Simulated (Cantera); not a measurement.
Low-pressure radical oxidation in H2/O2

An isothermal, constant-pressure homogeneous reactor starts with H2 : O2 : N2 = 0.2 : 1 : 0.0076 (molar parts), equivalence ratio 0.10, at 900 K and 29.3 Torr.

Model: GRI-Mech 3.0 (53 species, 325 reactions), integrated in Cantera. Radical loss at walls, strong at low pressure, is not modelled. Below about 950 K walls govern HO2 and H2O2 in real vessels. The temperature is held fixed by assumption; the heat of reaction is taken as removed at once.

```json
[
 {"t (s)": "0.000300", "x H2": "0.166", "x O2": "0.828", "x H2O2": "<1e-12", "x HO2": "7.05e-11", "x OH": "1.90e-11", "x H": "1.26e-10"},
 {"t (s)": "0.000823", "x H2": "0.166", "x O2": "0.828", "x H2O2": "<1e-12", "x HO2": "1.19e-9", "x OH": "1.06e-9", "x H": "6.78e-9"},
 {"t (s)": "0.00226", "x H2": "0.165", "x O2": "0.828", "x H2O2": "2.56e-8", "x HO2": "1.95e-5", "x OH": "5.11e-5", "x H": "0.000304"},
 {"t (s)": "0.00620", "x H2": "0.00649", "x O2": "0.812", "x H2O2": "2.06e-6", "x HO2": "4.12e-5", "x OH": "0.000586", "x H": "0.000470"},
 {"t (s)": "0.0170", "x H2": "0.00183", "x O2": "0.813", "x H2O2": "1.24e-6", "x HO2": "1.78e-5", "x OH": "0.000122", "x H": "2.05e-5"},
 {"t (s)": "0.0468", "x H2": "0.000581", "x O2": "0.813", "x H2O2": "7.51e-7", "x HO2": "7.82e-6", "x OH": "5.09e-5", "x H": "2.52e-6"},
 {"t (s)": "0.128", "x H2": "0.000146", "x O2": "0.813", "x H2O2": "3.34e-7", "x HO2": "2.70e-6", "x OH": "2.45e-5", "x H": "2.88e-7"},
 {"t (s)": "0.352", "x H2": "2.40e-5", "x O2": "0.813", "x H2O2": "1.07e-7", "x HO2": "5.83e-7", "x OH": "1.20e-5", "x H": "2.33e-8"},
 {"t (s)": "0.967", "x H2": "2.46e-6", "x O2": "0.813", "x H2O2": "3.56e-8", "x HO2": "8.15e-8", "x OH": "5.38e-6", "x H": "1.29e-9"},
 {"t (s)": "2.65", "x H2": "1.65e-7", "x O2": "0.813", "x H2O2": "1.24e-8", "x HO2": "1.15e-8", "x OH": "2.38e-6", "x H": "7.42e-11"},
 {"t (s)": "7.29", "x H2": "6.43e-9", "x O2": "0.813", "x H2O2": "4.45e-9", "x HO2": "2.44e-9", "x OH": "1.16e-6", "x H": "7.12e-12"},
 {"t (s)": "20.0", "x H2": "4.12e-10", "x O2": "0.813", "x H2O2": "1.69e-9", "x HO2": "7.53e-10", "x OH": "6.31e-7", "x H": "1.10e-12"}
]
```
x: mole fraction; the columns are a selection and need not sum to one.

Equilibrium at this temperature and pressure: H2 3.27e-12, O2 0.813, H2O2 2.19e-11, HO2 2.60e-10, OH 5.58e-8, H <1e-12 (gas phase only).
